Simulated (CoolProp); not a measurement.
Saturation properties of sulfur dioxide.

Model: reference Helmholtz-energy equation of state, Gao 2016, in CoolProp.

| T (°C) | p (MPa) | liquid density (kg/m³) | enthalpy of vaporisation (kJ/kg) | vapour Z |
|---|---|---|---|---|
| 4.55 | 0.1867 | 1423 | 376.3 | 0.9580 |
| 8.65 | 0.2188 | 1412 | 372.5 | 0.9532 |
| 12.75 | 0.2551 | 1401 | 368.5 | 0.9482 |
| 16.95 | 0.2970 | 1389 | 364.4 | 0.9426 |
| 21.05 | 0.3429 | 1378 | 360.4 | 0.9368 |
| 25.15 | 0.3941 | 1366 | 356.2 | 0.9307 |
| 29.25 | 0.4510 | 1355 | 352.0 | 0.9242 |
| 33.35 | 0.5140 | 1343 | 347.6 | 0.9173 |
| 37.45 | 0.5836 | 1331 | 343.2 | 0.9101 |
| 41.55 | 0.6600 | 1319 | 338.7 | 0.9024 |

It boils at -10.0 °C under 1 atm.
